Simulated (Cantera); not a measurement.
An isothermal, constant-pressure homogeneous reactor starts with 47.6 % NO, 52.4 % N2, at 1973 K and 0.266 atm.

Model: GRI-Mech 3.0 (53 species, 325 reactions), integrated in Cantera.

Predict: x(NO) at 20.0 s; x(O) at 20.0 s; x(N2) at 20.0 s; x(NO2) at 20.0 s; x(N2O) at 20.0 s.


* **x(NO) at 20.0 s**: 0.0105 (gas-phase equilibrium 0.00739)
* **x(O) at 20.0 s**: 0.000506 (gas-phase equilibrium 0.000508)
* **x(N2) at 20.0 s**: 0.756 (gas-phase equilibrium 0.758)
* **x(NO2) at 20.0 s**: 1.03e-5 (gas-phase equilibrium 7.30e-6)
* **x(N2O) at 20.0 s**: 2.32e-7 (gas-phase equilibrium 2.12e-7)
